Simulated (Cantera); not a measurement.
An isothermal, constant-pressure homogeneous reactor starts with H2 : O2 : N2 = 0.24 : 1 : 0.39 (molar parts), at 900 K and 0.0267 bar. Integrator tolerance rtol = 1e-08.

Computed with Cantera and the H2/O2 subset of GRI-Mech 3.0, which has no nitrogen chemistry. Radical loss at walls, strong at low pressure, is not modelled. Below about 950 K walls govern HO2 and H2O2 in real vessels. The temperature is held fixed by assumption; the heat of reaction is taken as removed at once.

Q: What does this change do: temperature 900 to 1423 K?

A: 
```json
[
 {"quantity": "x(H2) at 1.00 s", "before": "2.30e-6 (gas-phase equilibrium 4.11e-12)", "after": "2.30e-6 (gas-phase equilibrium 8.20e-7)"},
 {"quantity": "x(O2) at 1.00 s", "before": "0.583 (gas-phase equilibrium 0.583)", "after": "0.583 (gas-phase equilibrium 0.583)"},
 {"quantity": "x(H) at 1.00 s", "before": "4.18e-9 (gas-phase equilibrium <1e-12)", "after": "1.74e-7 (gas-phase equilibrium 3.71e-8)"},
 {"quantity": "x(OH) at 1.00 s", "before": "7.27e-6 (gas-phase equilibrium 5.30e-8)", "after": "0.000261 (gas-phase equilibrium 0.000156)"},
 {"quantity": "x(O) at 1.00 s", "before": "5.02e-7 (gas-phase equilibrium 2.53e-11)", "after": "1.78e-5 (gas-phase equilibrium 6.34e-6)"}
]
```
